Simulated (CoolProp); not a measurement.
Properties of decamethylcyclopentasiloxane (D5) along the isobar 0.535 MPa (Tc = 618.3 K, pc = 1.078 MPa, ω = 0.631).

The numbers come from the reference Helmholtz-energy equation of state, Thol 2019 in CoolProp.

| T (K) | phase | speed of sound (m/s) | Joule-Thomson coefficient (K/MPa) | fugacity coefficient |
|---|---|---|---|---|
| 362.6 | liquid | 735.8 | -0.3550 | 0.002979 |
| 394.8 | liquid | 648.0 | (withheld) | 0.01282 |
| 427 | liquid | 564.1 | (withheld) | 0.04060 |
| 459.1 | liquid | 483.1 | -0.1852 | (withheld) |
| 491.3 | liquid | 402.9 | -0.06883 | 0.2131 |
| 523.5 | liquid | (withheld) | 0.1368 | 0.3875 |
| 555.7 | liquid | 234.3 | 0.6077 | 0.6274 |
| 587.8 | gas | 82.52 | 18.48 | 0.7890 |
| 620 | gas | (withheld) | 12.94 | (withheld) |

### Question
Some entries are withheld; supply them.

### Answer

- 394.8, Joule-Thomson coefficient (K/MPa): -0.3147
- 427, Joule-Thomson coefficient (K/MPa): -0.2608
- 459.1, fugacity coefficient: 0.1016
- 523.5, speed of sound (m/s): 321.5
- 620, speed of sound (m/s): 93.89
- 620, fugacity coefficient: 0.8290
